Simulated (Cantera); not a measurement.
Cantera run:

```python
import numpy as np
import cantera as ct

gas_names = [...]  # 136 gases of nasa_gas.yaml made of C, H, N, O
cond_names = """
    C(gr) C6H6(L) C7H8(L) C8H18(L),n-octa H2O(s) H2O(L)
""".split()


# ... load() reads the species with a 1 bar reference pressure and builds the phases ...
atoms = {
    'acetone': {'C': 3, 'H': 6, 'O': 1},
    'H2': {'H': 2},
    'N2': {'N': 2},
}
top_T = {'C(gr)': 4500}  # K; cautious upper limits of use, not melting points


# ... equilibrate(T, P, feed) seeds the gas with the atoms and calls Mixture.equilibrate('TP', solver="vcs", rtol=1e-11, max_steps=5000) ...
results = []
feed = {'acetone': 1, 'H2': 1.4, 'N2': 4.9}  # mol
P = 100000  # Pa
for T in [1675, 1750, 1825, 1900, 1975, 2050, 2125, 2200, 2275, 2350, 2425, 2500]:
    mix = equilibrate(T, P, feed)
    results.append((T, P, feed, dict(zip(mix.species_names, mix.species_moles))))

top = {s: max(r[3][s] / sum(r[3][g] for g in gas_names) for r in results) for s in gas_names}
cols = sorted((s for s in top if top[s] > 0.0001), key=lambda s: -top[s])[:9]
seen = [c for c in cond_names if any(r[3].get(c, 0) > 1e-12 for r in results)]
print("log10 of partial pressures in bar; condensed amounts in mol")
print(f"{'T/K':>10s}" + "".join(f"{s[:9]:>10s}" for s in cols + seen))
for T, P, feed, n in results:
    ng = sum(n[g] for g in gas_names)
    print(f"{T:10.4g}" + "".join(f"{np.log10(max(n[s] / ng * P / 1e5, 1e-99)):10.3f}" for s in cols)
          + "".join(f"{n.get(c, 0):10.4g}" for c in seen))
```

Result:

```
log10 of partial pressures in bar; condensed amounts in mol
       T/K        N2        H2        CO       HCN         H C2H2,acet       HNC       CH4     C(gr)
      1675    -0.323    -0.371    -1.013    -2.843    -4.120    -4.607    -4.395    -3.660     1.982
      1750    -0.324    -0.371    -1.013    -2.668    -3.819    -4.311    -4.139    -3.781     1.975
      1825    -0.324    -0.372    -1.013    -2.507    -3.542    -4.040    -3.904    -3.893     1.964
      1900    -0.325    -0.372    -1.013    -2.360    -3.287    -3.791    -3.688    -3.995     1.949
      1975    -0.326    -0.374    -1.013    -2.224    -3.051    -3.561    -3.490    -4.090     1.929
      2050    -0.327    -0.375    -1.013    -2.099    -2.832    -3.349    -3.306    -4.179     1.903
      2125    -0.328    -0.378    -1.013    -1.983    -2.629    -3.153    -3.136    -4.263      1.87
      2200    -0.330    -0.381    -1.014    -1.876    -2.440    -2.972    -2.979    -4.342     1.829
      2275    -0.332    -0.385    -1.014    -1.777    -2.263    -2.804    -2.833    -4.417     1.779
      2350    -0.335    -0.390    -1.015    -1.686    -2.099    -2.648    -2.697    -4.490     1.718
      2425    -0.338    -0.396    -1.015    -1.601    -1.945    -2.503    -2.571    -4.561     1.646
      2500    -0.342    -0.404    -1.016    -1.523    -1.801    -2.370    -2.454    -4.631      1.56
```

Method: chemical equilibrium by Gibbs-energy minimisation in Cantera with the NASA 1993 tables (ideal gas, pure condensed phases). The feed counts by its element totals alone.
